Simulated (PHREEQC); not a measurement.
A solution holds 0.063 mol/kgw Ba(NO3)2, at 25 °C. It is in equilibrium with CO2 at log p = -3.4 (atm). Otherwise closed; pH follows from the charge balance.

Model: ion-association model, wateq4f.dat, run in PHREEQC.

No solid was allowed to form.

Task: What pH does the model give?

Result: pH 5.56.

Task: In which forms is C present?

Result: CO2 79 %, HCO3- 18 %, BaHCO3+ 3.3 % of the C.

Species that the database lacks are ignored.
